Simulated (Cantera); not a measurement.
## Premixed flame

A freely propagating, adiabatic, planar premixed flame of 4.88 % CH₄, 1.85 % C₂H₆, 16.2 % O₂, 60.9 % N₂, 16.1 % CO₂, unburnt at 575 K and 0.880 bar; multicomponent transport, grid criteria slope 0.08 and curve 0.16, no radiation.

Detailed kinetics in Cantera: GRI-Mech 3.0 (53 species, 325 reactions). Burning velocities carry a grid error of a few per cent, more on coarse grids.

```tsv
z (mm)	T (K)	u (m/s)	x CH₄	x C₂H₆	x O₂	x HCO	x NO₂	x CH₃
-2.03	575	0.509	0.0487	0.0185	0.162	<1e-8	<1e-8	<1e-8
-1.36	579	0.512	0.0484	0.0185	0.162	<1e-8	<1e-8	<1e-8
-1.02	588	0.522	0.0479	0.0184	0.160	<1e-8	1.94e-8	<1e-8
-0.678	641	0.571	0.0453	0.0178	0.155	<1e-8	1.08e-7	2.36e-7
-0.339	931	0.842	0.0331	0.0128	0.125	1.13e-7	2.57e-7	7.00e-5
-0.169	1257	1.15	0.0194	0.00553	0.0904	4.04e-6	6.93e-8	0.000742
0	1593	1.47	0.00452	0.000258	0.0496	2.37e-5	<1e-8	0.000938
0.169	1721	1.58	0.000197	1.84e-7	0.0290	4.03e-6	<1e-8	5.10e-5
0.339	1764	1.62	4.13e-6	<1e-8	0.0234	1.53e-7	<1e-8	1.13e-6
0.678	1819	1.66	<1e-8	<1e-8	0.0198	3.59e-8	<1e-8	<1e-8
1.36	1881	1.71	<1e-8	<1e-8	0.0166	1.85e-8	<1e-8	<1e-8
2.71	1942	1.76	<1e-8	<1e-8	0.0133	<1e-8	<1e-8	<1e-8
5.42	1993	1.80	<1e-8	<1e-8	0.0103	<1e-8	<1e-8	<1e-8
```
x: mole fraction of selected species; z is measured from the peak of heat release.

```yaml
laminar_burning_velocity: 50.8 cm/s
thermal_thickness: 0.678 mm
peak x(HCO): 2.37e-5
peak x(CH₃): 0.00129
grid_points: 132
```
